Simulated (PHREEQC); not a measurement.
A solution holds 46 mmol/kgw HF, 0.32 mmol/kgw NaF, 4.1 mmol/kgw (NH4)2SiF6 and 49 mmol/kgw H3PO4, at 20 °C. Closed to the air; pH follows from the charge balance.

Computed with PHREEQC (ion-association model, phreeqc.dat).

```
Quantity                   Value
----------------  --------------
pH                          1.78
ionic strength    0.0316 mol/kgw
total alkalinity     -111 meq/kg
```

| species | molality | activity | log γ |
|---|---|---|---|
| HF | 0.0433 | 0.0436 | 0.003 |
| H3PO4 | 0.0324 | 0.0326 | 0.003 |
| H+ | 0.0190 | 0.0165 | -0.059 |
| H2PO4- | 0.0166 | 0.0142 | -0.068 |
| NH4+ | 0.00820 | 0.00685 | -0.078 |
| SiF6-2 | 0.00410 | 0.00216 | -0.278 |

No solid was allowed to form. SiF6-2 is the database's only silicon fluoride.
